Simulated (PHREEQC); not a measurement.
Ca(OH)2 is added in steps, without added water, to 1 kg of water holding 0.012 mol/kgw HNO3, 0.00028 mol/kgw AlCl3 and 0.008 mol/kgw KCl, at 65 °C. Oxygen is held at 0.21 atm. The system is closed to CO2. Solids allowed: Al(OH)3(a), Sylvite. Others were left out.

Base run: PHREEQC, ion-association model, phreeqc.dat. Each further column changes one thing. The table gives pH.

```json
[
 {"Ca(OH)2 added (mol)": "0", "base": "1.98", "Debye-Hückel limiting law": "2.00", "database wateq4f.dat": "1.98", "all activity coefficients set to 1": "1.92", "Davies equation for every ion": "1.99"},
 {"Ca(OH)2 added (mol)": "0.0006", "base": "2.02", "Debye-Hückel limiting law": "2.05", "database wateq4f.dat": "2.02", "all activity coefficients set to 1": "1.97", "Davies equation for every ion": "2.03"},
 {"Ca(OH)2 added (mol)": "0.0012", "base": "2.07", "Debye-Hückel limiting law": "2.10", "database wateq4f.dat": "2.07", "all activity coefficients set to 1": "2.02", "Davies equation for every ion": "2.09"},
 {"Ca(OH)2 added (mol)": "0.0021", "base": "2.17", "Debye-Hückel limiting law": "2.19", "database wateq4f.dat": "2.17", "all activity coefficients set to 1": "2.11", "Davies equation for every ion": "2.18"},
 {"Ca(OH)2 added (mol)": "0.0027", "base": "2.24", "Debye-Hückel limiting law": "2.27", "database wateq4f.dat": "2.24", "all activity coefficients set to 1": "2.18", "Davies equation for every ion": "2.25"},
 {"Ca(OH)2 added (mol)": "0.0033", "base": "2.33", "Debye-Hückel limiting law": "2.35", "database wateq4f.dat": "2.33", "all activity coefficients set to 1": "2.27", "Davies equation for every ion": "2.34"},
 {"Ca(OH)2 added (mol)": "0.0039", "base": "2.44", "Debye-Hückel limiting law": "2.46", "database wateq4f.dat": "2.44", "all activity coefficients set to 1": "2.38", "Davies equation for every ion": "2.45"},
 {"Ca(OH)2 added (mol)": "0.0048", "base": "2.68", "Debye-Hückel limiting law": "2.71", "database wateq4f.dat": "2.68", "all activity coefficients set to 1": "2.62", "Davies equation for every ion": "2.69"},
 {"Ca(OH)2 added (mol)": "0.0054", "base": "2.98", "Debye-Hückel limiting law": "3.01", "database wateq4f.dat": "2.98", "all activity coefficients set to 1": "2.91", "Davies equation for every ion": "2.99"},
 {"Ca(OH)2 added (mol)": "0.006", "base": "3.87", "Debye-Hückel limiting law": "3.95", "database wateq4f.dat": "3.87", "all activity coefficients set to 1": "3.72", "Davies equation for every ion": "3.91"}
]
```

Away from 25 °C the constants follow the database's enthalpies or fits; those with neither stay at their 25 °C values. phreeqc.dat and wateq4f.dat share most of their constants, so their agreement is no independent check. Solids allowed in the column 'database wateq4f.dat': Portlandite, Al(OH)3(a).
